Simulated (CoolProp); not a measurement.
A single-stage vapour-compression cycle with hydrogen sulfide: evaporating at 248.15 K (dew point), condensing at 290.15 K (bubble point), superheat 5 K, subcooling 2 K, compressor efficiency 0.8, no pressure losses. Each further row changes one setting.

Computed with CoolProp (reference Helmholtz-energy equation of state, Lemmon 2006). It is a short technical equation, of lower accuracy than the large ones.

| case | cooling COP | pressure ratio | discharge temperature (K) | refrigerating effect (kJ/kg) | volumetric capacity (kJ/m³) |
|---|---|---|---|---|---|
| as stated | … | 3.60 | 367.9 | 423 | 3340 |
| evaporating temperature 253.15 K | … | 3.02 | 356.8 | 426 | … |
| condensing temperature 285.15 K | 4.54 | 3.16 | 354.5 | 434 | 3430 |
| subcooling 7 K | … | 3.60 | 367.9 | 434 | 3430 |
| superheat 15 K | … | 3.60 | … | 434 | 3270 |
| compressor efficiency 0.7 | … | 3.60 | 381.5 | 423 | 3340 |

### Question
What belongs in the gaps?

### Answer

- as stated, cooling COP: 3.90
- evaporating temperature 253.15 K, cooling COP: 4.61
- evaporating temperature 253.15 K, volumetric capacity (kJ/m³): 3970
- subcooling 7 K, cooling COP: 4.00
- superheat 15 K, cooling COP: 3.82
- superheat 15 K, discharge temperature (K): 382.2
- compressor efficiency 0.7, cooling COP: 3.42
